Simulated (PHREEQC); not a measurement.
Consider water at 26 °C with 0.067 mol NH4HF2, 0.0001 mol (NH4)2SiF6 and 0.0018 mol H2SO4 per kg of water. It is in equilibrium with CO2 at log p = -3.4 (atm). Otherwise closed; pH follows from the charge balance.

All values are PHREEQC results (ion-association model, phreeqc.dat), not measurements.

Precipitation was switched off in this run.

**Question.** Estimate the pH, ionic strength.

**Answer.** pH 3.04; ionic strength 0.0692 mol/kgw.

**Question.** In which forms is F present?

**Answer.** HF 43 %, F- 39 %, HF2- 17 % of the F.

Complexes and solids missing from the database can't appear. SiF6-2 is the database's only silicon fluoride.
